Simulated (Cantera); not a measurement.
Cantera with NASA thermochemical tables; ideal gases at 1 bar, condensed phases pure. Values are per mole of reaction as written; species without (g) are pure solids or liquids, kept so even where they would boil at 1 bar.

2 NbO2 + N2(g) = 2 NO2(g) + 2 Nb, with ΔH° = 1658.3 kJ and ΔS° = 252.5 J/K at 300 K.

Problem. How far is the shortcut ΔG° ≈ ΔH°(300 K) − T·ΔS°(300 K) from the full temperature-dependent value at 2548, 2623, 2698, 2773, 2848 K?

Solution. 
```tsv
T (K)	shortcut (kJ)	full (kJ)	difference (kJ)	difference in log10 K	condensed phases
2548	1014.8	1152.8	-138.0	2.83	NbO2(l), Nb(s)
2623	995.9	1145.6	-149.7	2.98	NbO2(l), Nb(s)
2698	977.0	1138.4	-161.5	3.13	NbO2(l), Nb(s)
2773	958.0	1130.9	-172.8	3.26	NbO2(l), Nb(l)
2848	939.1	1122.3	-183.3	3.36	NbO2(l), Nb(l)
```
The shortcut ignores heat capacities and the phase changes listed.
